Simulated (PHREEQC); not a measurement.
A solution holds 0.00097 mol/kgw AgF and 0.025 mol/kgw HF, at 25 °C. Closed to the air; pH follows from the charge balance.

Equilibrium calculation in PHREEQC: ion-association model, wateq4f.dat.

This is a speciation only: nothing precipitates in the calculation.

Q: What pH, ionic strength does the model give?

A: pH 2.48; ionic strength 0.00449 mol/kgw.

Q: In which forms is F present?

A: HF 74 %, F- 16 %, H2F2 7.4 %, HF2- 2.4 % of the F.

Complexes and solids missing from the database can't appear. wateq4f.dat counts part of the HF as a dimer, H2F2, which phreeqc.dat doesn't know; its constant is uncertain.
